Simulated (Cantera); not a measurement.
Input: 1 mol SiH4, 2.7 mol HCl, 4.6 mol N2, equilibrated at 1723 K and 1330 Pa.

These are equilibrium values from Cantera (NASA tables, ideal gas, pure condensed phases), not measurements of a reactor. Candidate condensed phases: NH4Cl, Si, Si3N4; 28 gas species. The tables' values for SiCl3, SiCl are old estimates; treat these amounts as uncertain. Equilibrium is a limit: real reactors are often held back by kinetics, nucleation or transport.

Base state: N2 0.487, H2 0.305, HCl 0.121, SiCl2 0.0844, SiCl3 0.00153, H 0.000872, Cl 0.000268, SiCl 0.000133 (mole fractions); condensed: Si3N4(s).

**Question.** What changes in the equilibrium state with this change: temperature from 1723 K to 1450 K?

**Answer.** 
| species | before | after |
|---|---|---|
| N2 | 0.487 | 0.465 |
| HCl | 0.121 | 0.258 |
| H2 | 0.305 | 0.255 |
| SiCl2 | 0.0844 | 0.0158 |
| Si | 3.76e-5 | 4.54e-9 |
| SiCl | 0.000133 | 3.03e-7 |
| SiCl4 | 5.23e-5 | 0.00243 |
| Si3N4(s), mol | 0.0703 | 0.270 |
N2 is the only nitrogen source here; it is nearly inert below about 1500 K, so the nitride shown seldom forms there in practice. The tables' values for SiCl3 are old estimates; treat these amounts as uncertain.

**Question.** What changes in the equilibrium state with this change: SiH4 replaced by SiHCl3?

**Answer.** 
| species | before | after |
|---|---|---|
| N2 | 0.487 | 0.502 |
| HCl | 0.121 | 0.367 |
| SiCl2 | 0.0844 | 0.0828 |
| H2 | 0.305 | 0.0186 |
| SiCl3 | 0.00153 | 0.0185 |
| Si | 3.76e-5 | 2.44e-7 |
| SiCl4 | 5.23e-5 | 0.00776 |
| SiCl | 0.000133 | 1.06e-5 |
| Cl | 0.000268 | 0.00329 |
| Si3N4(s), mol | 0.0703 | 0 |
